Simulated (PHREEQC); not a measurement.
A solution holds 0.27 mol CsBr per kg of water, at 25 °C. Closed to the air; pH follows from the charge balance.

Model: ion-association model, wateq4f.dat, run in PHREEQC.

```yaml
ionic_strength: 0.270 mol/kgw
activity_of_water: 0.991
```

| species | molality | activity | log γ |
|---|---|---|---|
| Br- | 0.270 | 0.199 | -0.133 |
| Cs+ | 0.270 | 0.199 | -0.133 |
| H+ | 1.36e-7 | 1.07e-7 | -0.104 |
| OH- | 1.36e-7 | 9.28e-8 | -0.166 |

No solid was allowed to form.
